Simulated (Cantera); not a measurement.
SiH4 + HCl + H2 (silicon epitaxy and polysilicon growth)

Charge: 1 mol SiH4, 0.99 mol HCl, 13 mol H2, at 0.00430 bar.

These are equilibrium values from Cantera (NASA tables, ideal gas, pure condensed phases), not measurements of a reactor. Candidate condensed phases: Si; 19 gas species. The tables' values for SiCl3, SiCl are old estimates; treat these amounts as uncertain. Gases not in the tables: Si2H6 and higher silanes. Kinetics and transport are ignored.

```csv
T (K),x H2,x HCl,x SiCl4,x SiCl2,x SiHCl3,x H,x SiCl3,x Si,n Si(s),n Si(l)
825,0.980,0.00452,0.0121,2.31e-5,0.00323,1.20e-10,5.63e-5,<1e-12,0.757,0
975,0.968,0.0200,0.00823,0.000669,0.00228,1.72e-8,0.000441,<1e-12,0.815,0
1125,0.950,0.0427,0.00173,0.00407,0.000667,6.60e-7,0.000756,1.63e-11,0.884,0
1275,0.945,0.0479,8.21e-5,0.00630,6.54e-5,1.09e-5,0.000282,4.48e-9,0.892,0
1425,0.945,0.0473,4.91e-6,0.00714,7.68e-6,0.000101,9.44e-5,3.74e-7,0.884,0
1575,0.945,0.0463,4.88e-7,0.00770,1.33e-6,0.000616,3.79e-5,1.34e-5,0.876,0
1725,0.943,0.0460,7.11e-8,0.00775,3.02e-7,0.00275,1.72e-5,0.000236,0,0.869
```
x: gas mole fraction; n: condensed amount in mol.

From 825 K to 1575 K the condensed part is Si(s). At 1725 K the condensed part is Si(l). The main Si-bearing gas is SiCl4 at 825 K and SiCl2 at 1725 K. The share of Si in condensed phases is highest at 1275 K (89.2 %) and lowest at 825 K (75.7 %).
